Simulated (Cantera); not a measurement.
Charge: 1 mol Fe2O3, 530 mol H2, 0.058 mol H2O, at 100 Torr.

These are equilibrium values from Cantera (NASA tables, ideal gas, pure condensed phases), not measurements of a reactor. Candidate condensed phases: Fe, FeO, Fe(OH)2, Fe(OH)3, Fe2O3, Fe3O4, H2O; 12 gas species. Kinetics and transport are ignored.

Task: Which condensed phases are stable at each of these points (T (K)): 1373, 1473, 1573, 1673, 1773, 1873, 1973, 2073, 2173, 2273?

Result: 
```csv
T (K),condensed phases,Fe condensed (%)
1373,Fe(γ),100.0
1473,Fe(γ),100.0
1573,Fe(γ),99.9
1673,Fe(δ),99.2
1773,Fe(δ),96.1
1873,Fe(l),84.3
1973,Fe(l),46.5
2073,gas only,0.0
2173,gas only,0.0
2273,gas only,0.0
```

From 1373 K to 1573 K the condensed part is Fe(γ). From 1673 K to 1773 K the condensed part is Fe(δ). From 1873 K to 1973 K the condensed part is Fe(l). From 2073 K to 2273 K nothing is condensed.
